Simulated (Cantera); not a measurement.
Low-pressure radical oxidation in H2/O2

An isothermal, constant-pressure homogeneous reactor starts with 2.63 % H2, 97.4 % O2, at 998 K and 10.00 Torr.

Model: the H2/O2 subset of GRI-Mech 3.0, which has no nitrogen chemistry, integrated in Cantera. Radical loss at walls, strong at low pressure, is not modelled.

```csv
t (s),x H2,x O2,x OH,x HO2,x H
1.00e-5,0.0263,0.974,<1e-12,2.35e-12,2.27e-12
3.32e-5,0.0263,0.974,<1e-12,7.82e-12,6.96e-12
0.000110,0.0263,0.974,7.29e-12,2.61e-11,1.91e-11
0.000367,0.0263,0.974,4.78e-11,8.72e-11,5.34e-11
0.00122,0.0263,0.974,4.60e-10,3.02e-10,3.65e-10
0.00405,0.0263,0.974,1.25e-7,5.87e-9,9.42e-8
0.0134,0.00198,0.959,0.00164,5.67e-6,0.00496
0.0446,0.000129,0.968,0.000521,3.34e-6,0.000683
0.148,1.99e-5,0.972,0.000199,1.50e-6,4.31e-5
0.493,2.02e-6,0.973,6.60e-5,4.13e-7,1.57e-6
1.64,2.09e-7,0.973,2.26e-5,8.22e-8,6.23e-8
5.44,2.84e-8,0.973,8.82e-6,1.58e-8,3.66e-9
18.1,5.22e-9,0.973,3.92e-6,3.48e-9,3.21e-10
60.0,1.18e-9,0.973,1.90e-6,9.21e-10,3.69e-11
```
x: mole fraction; the columns are a selection and need not sum to one.

Equilibrium at this temperature and pressure: H2 1.94e-11, O2 0.973, OH 2.47e-7, HO2 5.00e-10, H <1e-12 (gas phase only).
